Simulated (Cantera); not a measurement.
Input: 1 mol B, a varied amount of O2, 98 mol H2, at 1750 K and 1330 Pa.

Method: chemical equilibrium by Gibbs-energy minimisation in Cantera with the NASA 1993 tables (ideal gas, pure condensed phases). Candidate condensed phases: B, B2O3, B3O3H3, H2O; 23 gas species. The numbers say what is thermodynamically allowed, not how fast it happens.

Q: Which condensed phases are stable at each of these points (n(O2) (mol)): 0.069, 0.087, 0.11, 0.14, 0.17, 0.22, 0.28, 0.35, 0.44, 0.55?

A: 
```csv
n(O2) (mol),condensed phases,B condensed (%)
0.069,B(s),85.3
0.087,B(s),81.7
0.11,B(s),77.1
0.14,B(s),71.1
0.17,B(s),65.1
0.22,B(s),55.1
0.28,B(s),43.1
0.35,B(s),29.2
0.44,B(s),11.2
0.55,gas only,0.0
```

From 0.069 mol O2 to 0.44 mol O2 the condensed part is B(s). At 0.55 mol O2 nothing is condensed.
